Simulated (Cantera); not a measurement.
Charge: 1 mol C, 0.93 mol H₂O, 14 mol H₂, held at 0.000770 bar.

These are equilibrium values from Cantera (NASA tables, ideal gas, pure condensed phases), not measurements of a reactor. Candidate condensed phases: C, C₆H₆, C₇H₈, C₈H₁₈, H₂O; 110 gas species. Rates play no part.

**Question.** Which condensed phases are stable at each of these points (T (K)): 1500, 1600, 1700, 1800, 1900, 2000, 2100, 2200, 2300, 2400, 2500, 2600?

**Answer.** 
```tsv
T (K)	condensed phases	C condensed (%)
1500	C(graphite)	7.0
1600	C(graphite)	6.9
1700	C(graphite)	6.8
1800	C(graphite)	6.5
1900	C(graphite)	5.9
2000	C(graphite)	4.8
2100	C(graphite)	2.9
2200	C(graphite)	0.1
2300	gas only	0.0
2400	gas only	0.0
2500	gas only	0.0
2600	gas only	0.0
```

From 1500 K to 2200 K the condensed part is C(graphite). From 2300 K to 2600 K nothing is condensed.
